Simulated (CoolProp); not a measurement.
C3F8 (R218) along the isobar 877 kPa: Z from the reference equation and from simpler models built on Tc = 345.0 K, pc = 2640 kPa, ω = 0.317; each cubic takes its own stable root.

Model: reference Helmholtz-energy equation of state, Lemmon 2006, in CoolProp. It is a short technical equation, of lower accuracy than the large ones.

| T (K) | phase | reference |
|---|---|---|
| 165.3 | liquid | 0.06417 |
| 184.6 | liquid | 0.05959 |
| 203.9 | liquid | 0.05605 |
| 223.2 | liquid | 0.05336 |
| 242.6 | liquid | 0.05139 |
| 261.9 | liquid | 0.05014 |
| 281.2 | liquid | 0.04969 |
| 300.6 | gas | 0.7740 |
| 319.9 | gas | 0.8327 |
| 339.2 | gas | 0.8702 |
| 358.5 | gas | 0.8966 |
| 377.9 | gas | 0.9164 |
| 397.2 | gas | 0.9315 |
| 416.5 | gas | 0.9434 |

### Question
How far does each simpler model (Redlich-Kwong, Soave-Redlich-Kwong, Peng-Robinson) lie from the reference over these 14 states: mean and median of the absolute difference, and the worst?

### Answer
- Redlich-Kwong: mean 6.0 %, median 6.5 %, worst +15.0 % at 281.2 K and 877 kPa
- Soave-Redlich-Kwong: mean 3.2 %, median 3.3 %, worst +7.9 % at 281.2 K and 877 kPa
- Peng-Robinson: mean 3.6 %, median 3.2 %, worst -6.8 % at 223.2 K and 877 kPa
